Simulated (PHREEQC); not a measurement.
K2CO3 is added in steps, without added water, to 1 kg of water holding 0.069 mol/kgw NaHS and 0.068 mol/kgw ZnCl2, at 25 °C. The system is closed to oxygen. No CO2 enters from the air. Only these solids could form: Zincite(c), Smithsonite, Zn5(OH)8Cl2, ZnS(a), Halite, Nahcolite, Natron.

Base run: PHREEQC, ion-association model, wateq4f.dat. Each further column changes one thing. The table gives Zn in solution (mol/kgw).

| K2CO3 added (mol) | base | all activity coefficients set to 1 | Davies equation for every ion | metal-ligand complexes left out | Debye-Hückel limiting law |
|---|---|---|---|---|---|
| 0 | 0.00715 | 0.00616 | 0.00697 | 0.00595 | 0.00794 |
| 0.025 | 0.00160 | 0.00136 | 0.00156 | 0.00126 | 0.00180 |
| 0.05 | 5.58e-5 | ___ | 5.66e-5 | ___ | 5.65e-5 |
| 0.075 | 7.57e-7 | 7.25e-7 | 8.00e-7 | 2.00e-14 | 1.15e-6 |
| 0.1 | 1.68e-7 | 1.49e-7 | ___ | 6.16e-14 | 3.01e-7 |
| 0.125 | 9.30e-8 | ___ | 9.69e-8 | 1.03e-13 | 1.93e-7 |
| 0.15 | 6.40e-8 | 5.02e-8 | 6.58e-8 | 1.42e-13 | 1.52e-7 |
| 0.175 | 4.87e-8 | 3.66e-8 | 4.92e-8 | 1.80e-13 | 1.31e-7 |
| 0.2 | 3.92e-8 | 2.87e-8 | 3.89e-8 | 2.16e-13 | 1.19e-7 |

Q: Complete the blanks.

A: 
- 0.05, all activity coefficients set to 1: 5.69e-5
- 0.05, metal-ligand complexes left out: 3.42e-12
- 0.1, Davies equation for every ion: 1.77e-7
- 0.125, all activity coefficients set to 1: 7.70e-8

The polysulfide entries of wateq4f.dat were taken out for this run.
